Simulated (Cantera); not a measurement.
Charge: 1 mol C3H8, 0.1 mol CO2, 21 mol H2, at 2180 Torr.

Equilibrium computed with Cantera from the NASA thermochemical tables; the gas is ideal and each condensed phase is pure. Candidate condensed phases: C, C6H6, C7H8, C8H18, H2O; 110 gas species. The numbers say what is thermodynamically allowed, not how fast it happens.

x: gas mole fraction; n: condensed amount in mol.

| T (K) | x H2 | x CH4 | x H2O | x CO | x CO2 | x C2H6 | x C2H4 | n C(graphite) |
|---|---|---|---|---|---|---|---|---|
| 900 | 0.850 | 0.141 | 0.00879 | 0.000317 | ___ | 1.56e-6 | 3.44e-8 | 0 |
| 950 | 0.851 | 0.140 | 0.00773 | 0.00133 | ___ | 2.55e-6 | 1.54e-7 | 0 |
| 1000 | 0.854 | 0.137 | 0.00532 | 0.00368 | ___ | 3.86e-6 | 5.73e-7 | 0 |
| 1050 | 0.866 | 0.125 | 0.00279 | 0.00611 | ___ | 4.81e-6 | 1.60e-6 | 0.177 |
| 1100 | 0.906 | 0.0854 | 0.00164 | 0.00697 | ___ | 3.17e-6 | 2.13e-6 | 0.957 |
| 1150 | 0.933 | 0.0590 | 0.000945 | 0.00745 | ___ | 2.09e-6 | 2.69e-6 | 1.52 |
| 1200 | 0.950 | 0.0414 | 0.000552 | 0.00771 | ___ | 1.39e-6 | 3.28e-6 | 1.91 |
| 1250 | 0.962 | 0.0295 | 0.000330 | 0.00784 | ___ | 9.39e-7 | 3.89e-6 | 2.19 |
| 1300 | 0.970 | 0.0215 | 0.000203 | 0.00790 | ___ | 6.48e-7 | 4.52e-6 | 2.38 |

Task: Some entries are withheld; supply them.

Result: 
- 900, x CO2: 7.56e-6
- 950, x CO2: 2.17e-5
- 1000, x CO2: 3.29e-5
- 1050, x CO2: 2.32e-5
- 1100, x CO2: 1.24e-5
- 1150, x CO2: 6.36e-6
- 1200, x CO2: 3.26e-6
- 1250, x CO2: 1.72e-6
- 1300, x CO2: 9.37e-7
